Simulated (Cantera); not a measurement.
Charge: 1 mol CH3SiH3, 110 mol H2, at 75.0 Torr.

These are equilibrium values from Cantera (NASA tables, ideal gas, pure condensed phases), not measurements of a reactor. Candidate condensed phases: C, C6H6, C7H8, C8H18, Si, SiC; 87 gas species. The feed counts by its element totals alone. Gases not in the tables: Si2H6 and higher silanes. Kinetics and transport are ignored.

Task: At 2073 K, list the 5 most abundant gas species with their mole fractions, and the condensed phases.

Result: H2 0.991, H 0.00828, Si 0.000211, C2H2 (acetylene) 0.000138, SiH 3.81e-5. Condensed: SiC(s).
